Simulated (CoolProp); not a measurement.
Aqueous ethylene glycol as a coolant, at 27 °C, 1 atm.

Values from CoolProp's Melinder's fits for secondary coolants.

| mass % | freezing point (°C) | Prandtl number | viscosity (mPa s) | density (kg/m³) | conductivity (W/(m K)) |
|---|---|---|---|---|---|
| 3.5 | -1.1 | 6.39 | 0.918 | 1000 | … |
| 10.3 | -3.5 | 7.76 | 1.08 | 1009 | 0.561 |
| 17.1 | -6.4 | … | 1.28 | 1018 | 0.529 |
| 23.9 | -10.3 | 11.7 | 1.52 | … | 0.498 |
| 30.6 | -15.1 | 14.3 | 1.80 | 1036 | 0.469 |
| 37.4 | -21.1 | 17.5 | 2.14 | 1045 | … |
| 44.2 | -28.6 | 21.3 | 2.55 | 1054 | 0.415 |
| 50.9 | … | 26.0 | 3.05 | 1062 | 0.390 |

**Question.** Some entries are withheld; supply them.

**Answer.** 
- 3.5, conductivity (W/(m K)): 0.594
- 17.1, Prandtl number: 9.55
- 23.9, density (kg/m³): 1027
- 37.4, conductivity (W/(m K)): 0.441
- 50.9, freezing point (°C): -37.2
